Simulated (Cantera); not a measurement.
Cantera run, input and output.

```python
import numpy as np
import cantera as ct

surf = ct.Interface("diamond.yaml", "diamond_100")
gas, bulk = surf.adjacent["gas"], surf.adjacent["diamond"]
k = surf.kinetics_species_index(bulk.species_names[0])
cover = ["c6HH", "c6H*", "c6*H", "c6**", "c6HM", "c6B"]

rows, drift = [], 0.0
print(f"{'xCH3':>10s}{'um/h':>11s}" + "".join(f"{s:>11s}" for s in cover))
for v in [1e-06, 2.8e-06, 8e-06, 2.3e-05, 6.5e-05, 0.00018, 0.00052, 0.0015, 0.0042]:
    T, P, xH, xCH3 = 975, 2700, 0.015, v
    gas.TPX = T, P, {"H": xH, "CH3": xCH3, "CH4": 0.024, "H2": 1 - xH - xCH3 - 0.024}
    surf.TP = bulk.TP = T, P
    surf.coverages = "c6H*:0.1, c6HH:0.9"
    surf.advance_coverages(100.0)
    before = surf.coverages
    surf.advance_coverages(100.0)
    drift = max(drift, np.max(np.abs(surf.coverages - before) / (surf.coverages + 1e-9)))
    rate = surf.net_production_rates[k] * bulk.mean_molecular_weight / bulk.density * 3.6e9
    rows.append([rate, *surf[cover].coverages])
    print(f"{v:10.4g}{rate:11.4e}" + "".join(f"{x:11.3e}" for x in rows[-1][1:]))
```

Result:

```
      xCH3       um/h       c6HH       c6H*       c6*H       c6**       c6HM        c6B
     1e-06 1.2611e-02  6.197e-01  1.625e-02  3.558e-01  8.170e-03  4.002e-05  3.422e-11
   2.8e-06 3.5306e-02  6.197e-01  1.625e-02  3.557e-01  8.169e-03  1.121e-04  9.580e-11
     8e-06 1.0084e-01  6.195e-01  1.624e-02  3.556e-01  8.166e-03  3.201e-04  2.736e-10
   2.3e-05 2.8966e-01  6.190e-01  1.623e-02  3.554e-01  8.157e-03  9.193e-04  7.860e-10
   6.5e-05 8.1655e-01  6.177e-01  1.619e-02  3.545e-01  8.133e-03  2.592e-03  2.216e-09
   0.00018 2.2458e+00  6.140e-01  1.609e-02  3.523e-01  8.067e-03  7.128e-03  6.094e-09
   0.00052 6.3593e+00  6.033e-01  1.580e-02  3.460e-01  7.878e-03  2.019e-02  1.726e-08
    0.0015 1.7355e+01  5.748e-01  1.503e-02  3.291e-01  7.374e-03  5.510e-02  4.709e-08
    0.0042 4.2324e+01  5.101e-01  1.327e-02  2.907e-01  6.240e-03  1.344e-01  1.148e-07
```

Model: the Harris–Goodwin 1993 mechanism for the reconstructed diamond (100) surface, integrated in Cantera.
